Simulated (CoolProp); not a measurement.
Values from CoolProp's reference Helmholtz-energy equation of state, Akasaka 2024.

**Question.** Give the vapour pressure (kPa), liquid density (kg/m³), vapour density (kg/m³), enthalpy of vaporisation (kJ/kg) of saturated R1132(E) at -10.95, 21.95 °C.

**Answer.** 
```
T (°C)  p (kPa)  liquid density (kg/m³)  vapour density (kg/m³)  enthalpy of vaporisation (kJ/kg)
------  -------  ----------------------  ----------------------  --------------------------------
-10.95      572                    1030                    18.9                               265
21.95      1530                     928                    51.3                               220
```
